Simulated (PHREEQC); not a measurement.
Consider water at 25 °C with 1 mmol/kgw Na2S and 0.29 mmol/kgw MnCl2. Closed to the air; pH follows from the charge balance.

All values are PHREEQC results (ion-association model, wateq4f.dat), not measurements.

This is a speciation only: nothing precipitates in the calculation.

Task: Predict the pH, ionic strength.

Result: pH 10.88; ionic strength 0.00252 mol/kgw.

Task: In which forms is Mn present?

Result: MnOH+ 62 %, Mn+2 37 % of the Mn.

Examples of supersaturated solids here: Pyrochroite. Others may be too. The polysulfide entries of wateq4f.dat were taken out for this run.
